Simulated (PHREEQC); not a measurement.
A solution holds 0.0048 mol/kgw TMAH, 1.3e-05 mol/kgw CO2 and 0.00038 mol/kgw (CH3)4NCl, at 50 °C. Closed to the air; pH follows from the charge balance.

Model: ion-association model, phreeqc.dat, run in PHREEQC.

Precipitation was switched off in this run.

Q: What pH does the model give?

A: pH 10.90.

Q: In which forms is C present?

A: CO3-2 87 %, HCO3- 13 % of the C.

(CH3)4N+ isn't in the database: it is added as a free cation with an ion size of 4 Å. Away from 25 °C the constants follow the database's enthalpies or fits; those with neither stay at their 25 °C values.
